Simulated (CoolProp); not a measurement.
Vapour-liquid equilibrium of dimethyl ether (1) + ethanol (2) at 361.9 K; x and y are mole fractions of (1).

Computed with CoolProp (multi-fluid Helmholtz-energy mixture model, Wu 2011 and Schroeder 2014; pair parameters Bell 2016).

```tsv
x	bubble pressure, mixture model (kPa)	bubble pressure, Raoult's law (kPa)	y, mixture model	y, Raoult's law
0.05	318.2	275.5	0.532	0.482
0.15	631.5	526.0	0.773	0.757
0.25	913.6	776.5	0.850	0.855
0.35	1166	1027	0.888	0.905
0.45	1392	1277	0.912	0.935
0.55	1599	1528	0.929	0.956
0.65	1798	1778	0.944	0.970
0.75	2002	2029	0.957	0.981
0.85	2228	2279	0.972	0.990
0.95	2495	2530	0.989	0.997
```

The largest gap from Raoult's law is +20.1 % in bubble pressure, at x = 0.15. No azeotrope shows between x = 0.05 and 0.95.

Pair parameters are fitted to limited data, so mixtures are less certain than the pure fluids. The gap from Raoult's law changes sign with composition, which may be real or a fault of the pair parameters; it wasn't checked against measurements.
